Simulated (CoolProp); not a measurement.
Model: reference Helmholtz-energy equation of state, Zhou 2012, in CoolProp.

### Question
For m-xylene, give the phase and the Z, cp (kJ/(kg K)), cv (kJ/(kg K)), isothermal compressibility (1/MPa) at 556.2 K and 1170 kPa.

### Answer
- 556.2 K and 1170 kPa: gas; Z 0.800, cp 2.27, cv 2.05, isothermal compressibility 1.12
